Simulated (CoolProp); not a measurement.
Vapour-liquid equilibrium of ethylene (1) + n-butane (2) at -17.15 °C; x and y are mole fractions of (1).

The numbers come from the multi-fluid Helmholtz-energy mixture model, Smukala 2000 and Bücker 2006; pair parameters Bell 2016 in CoolProp.

Problem. Give the bubble pressure and the first vapour's composition at x = 0.5, 0.8, 0.95. Is there an azeotrope?

Solution. x = 0.5: 1.147 MPa, y = 0.963; x = 0.8: 1.991 MPa, y = 0.988; x = 0.95: 2.515 MPa, y = 0.997. No azeotrope shows between x = 0.05 and 0.95.

The pair parameters rest on a limited set of measurements; away from them the model extrapolates. The gap from Raoult's law changes sign with composition, which may be real or a fault of the pair parameters; it wasn't checked against measurements.
